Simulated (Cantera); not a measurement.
Charge: 1 mol B2O3, 0.35 mol H2O, at 0.133 bar.

These are equilibrium values from Cantera (NASA tables, ideal gas, pure condensed phases), not measurements of a reactor. Candidate condensed phases: B, B2O3, B3O3H3, H2O; 23 gas species. Gases not in the tables: H3BO3. Equilibrium is a limit: real reactors are often held back by kinetics, nucleation or transport.

Question: At 1123 K, list the 3 most abundant gas species with their mole fractions, and the condensed phases.

Answer: H2O 0.994, (HBO2)3 0.00573, HBO2 0.000700. Condensed: B2O3(l).
